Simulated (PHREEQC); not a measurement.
A PHREEQC speciation (ion-association model, wateq4f.dat) at 25 °C gives pH 2.65 and these molalities:

| species | mol/kgw |
|---|---|
| Mn+2 | 0.112 |
| Cl- | 0.0945 |
| SO4-2 | 0.0799 |
| MnSO4 | 0.0772 |
| FeSO4+ | 0.0219 |
| MnCl+ | 0.0104 |
| Fe(SO4)2- | 0.00758 |
| HSO4- | 0.00551 |
| H+ | 0.00294 |
| FeOH+2 | 0.00105 |
| Fe+3 | 0.000884 |
| FeCl+2 | 0.000680 |
| FeHSO4+2 | 0.000316 |
| Fe2(OH)2+4 | 0.000212 |
| MnCl2 | 0.000172 |
| FeCl2+ | 5.61e-5 |
| Fe(OH)2+ | 4.84e-5 |
| Fe3(OH)4+5 | 2.47e-5 |
| MnCl3- | 4.71e-6 |

What are the element totals, and what could have been dissolved in 1 kg of water to give them?

Several could match; the one computed here: totals Cl 0.106, Fe(3) 0.0330, Mn(2) 0.200, S(6) 0.200 mol/kgw, from 0.0071 mol HCl, 0.033 mol FeCl3 and 0.2 mol MnSO4 per kg of water.

This is a speciation only: nothing precipitates in the calculation. Saturation is exceeded, for instance for Hematite (slow to form), Goethite (slow to form); the values hold only as long as no solid forms.
